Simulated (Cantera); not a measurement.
A closed system holds: 1 mol B, 5.8 mol H2O, 0.35 mol N2, equilibrated at 875 °C and 39.0 mbar.

Equilibrium computed with Cantera from the NASA thermochemical tables; the gas is ideal and each condensed phase is pure. Gases not in the tables: H3BO3. Equilibrium is a limit: real reactors are often held back by kinetics, nucleation or transport.

```
species        before    after
------------  -------  -------
H2O             0.696    0.695
H2              0.244    0.244
N2             0.0569   0.0570
(HBO2)3       0.00164  0.00262
HBO2          0.00162  0.00101
B2O3(l), mol    0.480    0.473
```
Gas species are given as mole fractions.

Question: Name the change that produced these shifts.
A. pressure from 39.0 mbar to 0.100 bar
B. temperature from 875 °C to 1625 °C
C. temperature from 875 °C to 1627 °C
D. N2 from 0.35 to 100 mol

Answer: A, pressure from 39.0 mbar to 0.100 bar
